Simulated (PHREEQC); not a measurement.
1 kg of water holding 0.0064 mol/kgw KHCO3, 0.2 mol/kgw K2CO3 and 0.04 mol/kgw K2SO4 is evaporated at 20 °C; the solids stay in contact with the brine. CO2 is held at log p = -3.4 (atm). Only these solids could form: Arcanite, Kalicinite, Misenite.

The series has 17 steps of water left (kg), from 0.9991 to 0.04299.

Equilibrium calculation in PHREEQC: Pitzer model, pitzer.dat.

Which solids form, in which order, and at which step of the series does each first stand?

Arcanite from water left = 0.1708 kg (pH 10.34).
